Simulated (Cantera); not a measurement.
A freely propagating, adiabatic, planar premixed flame of 34.1 % H2, 11.4 % O2, 54.6 % N2, unburnt at 623 K and 100.0 Torr; mixture-averaged transport, grid criteria slope 0.08 and curve 0.16, no radiation.

Model: the H2/O2 subset of GRI-Mech 3.0, which has no nitrogen chemistry, integrated in Cantera. Burning velocities carry a grid error of a few per cent, more on coarse grids.

x: mole fraction of selected species; z is measured from the peak of heat release.

```json
[
 {"z (mm)": "-20.6", "T (K)": "623", "u (m/s)": "6.25", "x H2": "0.341", "x O2": "0.114", "x H": "<1e-8", "x H2O2": "<1e-8", "x H2O": "<1e-8", "x OH": "<1e-8"},
 {"z (mm)": "-13.7", "T (K)": "623", "u (m/s)": "6.25", "x H2": "0.341", "x O2": "0.114", "x H": "<1e-8", "x H2O2": "<1e-8", "x H2O": "<1e-8", "x OH": "<1e-8"},
 {"z (mm)": "-10.3", "T (K)": "623", "u (m/s)": "6.25", "x H2": "0.341", "x O2": "0.114", "x H": "<1e-8", "x H2O2": "<1e-8", "x H2O": "<1e-8", "x OH": "<1e-8"},
 {"z (mm)": "-6.87", "T (K)": "623", "u (m/s)": "6.25", "x H2": "0.341", "x O2": "0.114", "x H": "4.12e-7", "x H2O2": "<1e-8", "x H2O": "4.21e-8", "x OH": "<1e-8"},
 {"z (mm)": "-3.44", "T (K)": "631", "u (m/s)": "6.32", "x H2": "0.339", "x O2": "0.113", "x H": "0.000468", "x H2O2": "2.98e-7", "x H2O": "0.000552", "x OH": "2.12e-5"},
 {"z (mm)": "-1.72", "T (K)": "738", "u (m/s)": "7.33", "x H2": "0.319", "x O2": "0.110", "x H": "0.00991", "x H2O2": "3.03e-7", "x H2O": "0.0106", "x OH": "0.000221"},
 {"z (mm)": "0", "T (K)": "1089", "u (m/s)": "10.6", "x H2": "0.187", "x O2": "0.0645", "x H": "0.0749", "x H2O2": "3.36e-7", "x H2O": "0.104", "x OH": "0.00221"},
 {"z (mm)": "1.72", "T (K)": "1337", "u (m/s)": "12.8", "x H2": "0.0914", "x O2": "[?]", "x H": "0.112", "x H2O2": "3.54e-7", "x H2O": "0.202", "x OH": "[?]"},
 {"z (mm)": "3.44", "T (K)": "1434", "u (m/s)": "13.7", "x H2": "0.0878", "x O2": "[?]", "x H": "0.105", "x H2O2": "3.26e-7", "x H2O": "0.212", "x OH": "[?]"},
 {"z (mm)": "6.87", "T (K)": "1549", "u (m/s)": "14.6", "x H2": "0.0935", "x O2": "0.00630", "x H": "0.0918", "x H2O2": "2.54e-7", "x H2O": "0.216", "x OH": "0.00709"},
 {"z (mm)": "13.7", "T (K)": "1679", "u (m/s)": "15.7", "x H2": "0.0999", "x O2": "0.00503", "x H": "0.0761", "x H2O2": "1.58e-7", "x H2O": "0.221", "x OH": "0.00820"},
 {"z (mm)": "27.5", "T (K)": "1819", "u (m/s)": "16.8", "x H2": "0.106", "x O2": "0.00363", "x H": "0.0597", "x H2O2": "8.31e-8", "x H2O": "0.227", "x OH": "0.00881"},
 {"z (mm)": "55.0", "T (K)": "1951", "u (m/s)": "17.9", "x H2": "0.111", "x O2": "0.00233", "x H": "0.0446", "x H2O2": "4.27e-8", "x H2O": "0.234", "x OH": "0.00854"}
]
```

### Question
Fill in the missing entries.

### Answer

- 1.72, x O2: 0.0125
- 1.72, x OH: 0.00474
- 3.44, x O2: 0.00767
- 3.44, x OH: 0.00584
